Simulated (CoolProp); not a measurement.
Vapour-liquid equilibrium of propylene (1) + 1-butene (2) at 4.33 bar; x and y are mole fractions of (1).

Model: multi-fluid Helmholtz-energy mixture model, Lemmon 2013 and Lemmon 2005; pair parameters Bell 2016, in CoolProp.

| x | bubble temperature, mixture model (K) | bubble temperature, Raoult's law (K) | y, mixture model | y, Raoult's law |
|---|---|---|---|---|
| 0.05 | 307.1 | 306.6 | 0.140 | 0.164 |
| 0.125 | 301.5 | 300.6 | 0.315 | 0.354 |
| 0.2 | 296.4 | 295.3 | 0.454 | 0.497 |
| 0.275 | 291.8 | 290.7 | 0.565 | 0.606 |
| 0.35 | 287.7 | 286.6 | 0.654 | 0.691 |
| 0.425 | 283.9 | 282.9 | 0.727 | 0.759 |
| 0.5 | 280.5 | 279.6 | 0.787 | 0.813 |
| 0.575 | 277.3 | 276.5 | 0.836 | 0.857 |
| 0.65 | 274.4 | 273.8 | 0.877 | 0.893 |
| 0.725 | 271.8 | 271.3 | 0.912 | 0.924 |
| 0.8 | 269.3 | 268.9 | 0.941 | 0.949 |
| 0.875 | 267.0 | 266.8 | 0.966 | 0.971 |
| 0.95 | 264.9 | 264.8 | 0.987 | 0.989 |

The largest gap from Raoult's law is +1.1 K in bubble temperature, at x = 0.275. No azeotrope shows between x = 0.05 and 0.95.

Pair parameters are fitted to limited data, so mixtures are less certain than the pure fluids.
